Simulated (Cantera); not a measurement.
A closed system holds: 1 mol Si, 3.5 mol F₂, held at 1250 K and 1330 Pa.

These are equilibrium values from Cantera (NASA tables, ideal gas, pure condensed phases), not measurements of a reactor. Candidate condensed phases: Si; 9 gas species. Rates play no part.

Question: What is the equilibrium state?

Answer: 
```json
{
 "x(F)": "0.733",
 "x(SiF₄)": "0.253",
 "x(F₂)": "0.0139",
 "gas_amount": "3.945 mol",
 "log10 activity of Si(s) (absent)": "-54.99"
}
```
